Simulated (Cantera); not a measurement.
Feed: 1 mol Fe3O4, 0.024 mol HCl, at 652 °C and 55.0 mbar.

Cantera equilibrium calculation (NASA polynomials, part measured and part estimated; ideal gas, pure solids and liquids). Rates play no part.

```csv
species,before,after
HCl,0.932,0.802
H2O,0.0374,0.197
FeCl2,0.0196,0.000234
FeCl3,0.0105,8.24e-5
Fe2Cl6,4.48e-5,1.99e-7
Fe2Cl4,0.000975,1.18e-5
"Fe2O3(s), mol",0.000388,0.00395
"Fe3O4(s), mol",0.999,0.996
"FeCl2(s), mol",0,0.00395
```
Gas species are given as mole fractions.

**Question.** What was changed between the two runs?
A) temperature from 652 °C to 475 °C
B) temperature from 652 °C to 1225 °C
C) temperature from 652 °C to 800 °C
D) temperature from 652 °C to 575 °C

**Answer.** A, temperature from 652 °C to 475 °C. Condensed phases not in the tables: FeOCl
